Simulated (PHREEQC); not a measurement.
**Brine: an equilibrium model**

Make-up at 91 °C: 0.11 mol/kgw NaBr, 2.2e-05 mol/kgw Na2B4O7 and 0.018 mol/kgw MgCl2. Closed to the air; pH follows from the charge balance.

All values are PHREEQC results (ion-association model, wateq4f.dat), not measurements.

Precipitation was switched off in this run.

Q: Predict the pH.

A: pH 7.01.

Q: In which forms is B present?

A: H3BO3 98 %, H2BO3- 2.4 % of the B.

Away from 25 °C the constants follow the database's enthalpies or fits; those with neither stay at their 25 °C values.
